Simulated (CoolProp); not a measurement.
A single-stage vapour-compression cycle with R507A: evaporating at 246.15 K (dew point), condensing at 316.15 K (bubble point), superheat 0 K, subcooling 2 K, compressor efficiency 0.75, no pressure losses. Each further row changes one setting.

Computed with CoolProp (reference Helmholtz-energy equation of state, Lemmon 2003). It is a pseudo-pure fit of the blend.

```json
[
 {"case": "as stated", "cooling COP": "1.55", "pressure ratio": "8.36", "discharge temperature (K)": "335.5", "refrigerating effect (kJ/kg)": "86.0", "volumetric capacity (kJ/m³)": "1090"},
 {"case": "evaporating temperature 251.15 K", "cooling COP": "1.77", "pressure ratio": "6.89", "discharge temperature (K)": "333.5", "refrigerating effect (kJ/kg)": "88.9", "volumetric capacity (kJ/m³)": "1360"},
 {"case": "condensing temperature 311.15 K", "cooling COP": "1.80", "pressure ratio": "7.42", "discharge temperature (K)": "329.7", "refrigerating effect (kJ/kg)": "94.3", "volumetric capacity (kJ/m³)": "1190"},
 {"case": "subcooling 7 K", "cooling COP": "1.70", "pressure ratio": "8.36", "discharge temperature (K)": "335.5", "refrigerating effect (kJ/kg)": "94.5", "volumetric capacity (kJ/m³)": "1200"},
 {"case": "superheat 10 K", "cooling COP": "1.60", "pressure ratio": "8.36", "discharge temperature (K)": "345.5", "refrigerating effect (kJ/kg)": "94.6", "volumetric capacity (kJ/m³)": "1140"},
 {"case": "compressor efficiency 0.65", "cooling COP": "1.34", "pressure ratio": "8.36", "discharge temperature (K)": "342.5", "refrigerating effect (kJ/kg)": "86.0", "volumetric capacity (kJ/m³)": "1090"}
]
```
